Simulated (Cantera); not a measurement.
## Hydrocarbon pyrolysis for carbon deposition

An isothermal, constant-pressure homogeneous reactor starts with C2H6 : H2 = 1 : 2 (molar parts), at 1800 K and 29000 Pa.

Model: GRI-Mech 3.0 (53 species, 325 reactions), integrated in Cantera. GRI-Mech 3.0 stops at C3 and has no aromatics, soot or wall deposition, so with more carbon than oxygen in the feed, carbon stays in small species such as C2H2 where larger ones or solid carbon would form.

| t (s) | x C2H6 | x H2 | x C2H2 | x H | x CH2 | x C2H | x CH3 |
|---|---|---|---|---|---|---|---|
| 2.00e-6 | 0.297 | 0.657 | 1.24e-5 | 0.00107 | 1.74e-5 | 1.63e-10 | 0.0208 |
| 8.05e-6 | 0.149 | 0.627 | 0.00313 | 0.00257 | 5.46e-5 | 1.11e-7 | 0.0443 |
| 3.24e-5 | 0.0106 | 0.611 | 0.0443 | 0.00212 | 1.99e-5 | 1.35e-6 | 0.0171 |
| 0.000130 | 0.000647 | 0.637 | 0.0914 | 0.000629 | 2.82e-6 | 7.90e-7 | 0.00416 |
| 0.000525 | 0.000188 | 0.656 | 0.125 | 0.000380 | 1.08e-6 | 6.34e-7 | 0.00228 |
| 0.00211 | 0.000148 | 0.680 | 0.146 | 0.000421 | 1.05e-6 | 7.91e-7 | 0.00207 |
| 0.00851 | 6.29e-5 | 0.724 | 0.166 | 0.000470 | 7.79e-7 | 9.44e-7 | 0.00137 |
| 0.0343 | 1.04e-5 | 0.771 | 0.187 | 0.000542 | 3.96e-7 | 1.15e-6 | 0.000571 |
| 0.138 | 1.02e-6 | 0.791 | 0.196 | 0.000587 | 1.39e-7 | 1.27e-6 | 0.000172 |
| 0.555 | 3.30e-7 | 0.795 | 0.197 | 0.000597 | 6.97e-8 | 1.30e-6 | 8.26e-5 |
| 2.24 | 3.16e-7 | 0.796 | 0.197 | 0.000597 | 6.74e-8 | 1.30e-6 | 7.98e-5 |
| 9.00 | 3.16e-7 | 0.796 | 0.197 | 0.000597 | 6.74e-8 | 1.30e-6 | 7.98e-5 |
x: mole fraction; the columns are a selection and need not sum to one.

Equilibrium at this temperature and pressure: C2H6 3.16e-7, H2 0.796, C2H2 0.197, H 0.000597, CH2 6.74e-8, C2H 1.30e-6, CH3 7.98e-5 (gas phase only).
